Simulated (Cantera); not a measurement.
An adiabatic, constant-pressure homogeneous reactor starts with 5.96 % CO, 6.55 % H2, 18.4 % O2, 69.1 % N2, equivalence ratio 0.34, at 1100 K and 19.7 atm.

Computed with Cantera and GRI-Mech 3.0 (53 species, 325 reactions). The hydrogen kinetics of GRI-Mech 3.0 are dated; newer H2 mechanisms differ, most at raised pressure. The pressure lies above the range GRI-Mech 3.0 was tuned for (to about 10 atm).

x: mole fraction; the columns are a selection and need not sum to one.

| t (s) | T (K) | x CO | x H2 | x O2 | x H2O | x HO2 | x NO |
|---|---|---|---|---|---|---|---|
| 3.00e-6 | 1100 | 0.0596 | 0.0655 | 0.184 | 9.74e-9 | 2.70e-8 | <1e-12 |
| 7.98e-6 | 1100 | 0.0596 | 0.0655 | 0.184 | 3.60e-8 | 7.65e-8 | <1e-12 |
| 2.12e-5 | 1100 | 0.0596 | 0.0655 | 0.184 | 1.64e-7 | 2.23e-7 | <1e-12 |
| 5.64e-5 | 1100 | 0.0596 | 0.0655 | 0.184 | 1.02e-6 | 7.43e-7 | <1e-12 |
| 0.000150 | 1100 | 0.0596 | 0.0655 | 0.184 | 1.02e-5 | 3.77e-6 | <1e-12 |
| 0.000399 | 1103 | 0.0594 | 0.0653 | 0.184 | ___ | ___ | <1e-12 |
| 0.00106 | 2036 | 8.16e-5 | 1.66e-5 | 0.129 | 0.0694 | 4.02e-6 | 6.18e-6 |
| 0.00282 | 2036 | 7.03e-5 | 1.63e-5 | 0.129 | 0.0694 | 4.00e-6 | 3.08e-5 |
| 0.00751 | 2036 | 7.02e-5 | 1.63e-5 | 0.129 | 0.0694 | 4.00e-6 | 9.59e-5 |
| 0.0200 | 2035 | 7.00e-5 | 1.63e-5 | 0.129 | 0.0694 | 3.99e-6 | 0.000267 |
| 0.0531 | 2034 | 6.95e-5 | 1.62e-5 | 0.129 | 0.0694 | 3.97e-6 | 0.000710 |
| 0.141 | 2032 | 6.83e-5 | 1.59e-5 | 0.128 | 0.0694 | 3.92e-6 | 0.00178 |
| 0.376 | 2027 | 6.60e-5 | 1.55e-5 | 0.127 | 0.0694 | 3.82e-6 | 0.00382 |
| 1.00 | 2023 | 6.39e-5 | 1.50e-5 | 0.126 | 0.0695 | 3.74e-6 | ___ |

Question: Fill in the missing entries.

Answer: 
- 0.000399, x H2O: 0.000219
- 0.000399, x HO2: 2.84e-5
- 1.00, x NO: 0.00574
